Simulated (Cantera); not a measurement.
A perfectly stirred reactor is fed with 1.59 % C2H6, 98.4 % N2, at 1130 Torr; it is held at 1700 K, and followed from long to short residence time.

Cantera simulation using GRI-Mech 3.0 (53 species, 325 reactions); the numbers are that mechanism's predictions, not measurements. GRI-Mech 3.0 stops at C3 and has no aromatics, soot or wall deposition, so with more carbon than oxygen in the feed, carbon stays in small species such as C2H2 where larger ones or solid carbon would form.

Q: Predict: x(C2H6) at τ = 0.560 s; x(C2H4) at τ = 0.560 s; x(C2H2) at τ = 0.560 s; x(CH2) at τ = 0.560 s; x(H) at τ = 0.560 s; x(C2H6) at τ = 20.0 ms; x(C2H4) at τ = 20.0 ms; x(C2H2) at τ = 20.0 ms; x(CH2) at τ = 20.0 ms; x(H) at τ = 20.0 ms.

A: 
```json
{
 "x(C2H6) at τ = 0.560 s": "3.13e-6",
 "x(C2H4) at τ = 0.560 s": "4.57e-5",
 "x(C2H2) at τ = 0.560 s": "0.0142",
 "x(CH2) at τ = 0.560 s": "3.70e-8",
 "x(H) at τ = 0.560 s": "2.38e-5",
 "x(C2H6) at τ = 20.0 ms": "5.79e-5",
 "x(C2H4) at τ = 20.0 ms": "0.000280",
 "x(C2H2) at τ = 20.0 ms": "0.0127",
 "x(CH2) at τ = 20.0 ms": "2.87e-7",
 "x(H) at τ = 20.0 ms": "4.35e-5"
}
```
